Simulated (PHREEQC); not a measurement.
Consider water at 25 °C with 0.12 mol Sr(NO3)2 per kg of water. Closed to the air; pH follows from the charge balance.

The numbers come from PHREEQC with the ion-association model, wateq4f.dat.

Each row changes one thing in this solution. This is a speciation only: nothing precipitates in the calculation.

```csv
case,pH,ionic strength (mol/kgw)
as made,6.93,0.360
Sr(NO3)2 from 0.12 to 0.132 mol/kgw,6.93,0.396
0.019 mol/kgw BaCl2 added,6.93,0.417
Sr(NO3)2 replaced by Ca(NO3)2 at the same molality,6.88,0.360
diluted 2-fold with water,6.96,(withheld)
Sr(NO3)2 replaced by Pb(NO3)2 at the same molality,4.29,(withheld)
Sr(NO3)2 replaced by Ba(NO3)2 at the same molality,6.95,0.360
diluted 5-fold with water,6.97,(withheld)
```

### Question
Fill in the missing entries.

### Answer

- diluted 2-fold with water, ionic strength (mol/kgw): 0.180
- Sr(NO3)2 replaced by Pb(NO3)2 at the same molality, ionic strength (mol/kgw): 0.257
- diluted 5-fold with water, ionic strength (mol/kgw): 0.0720
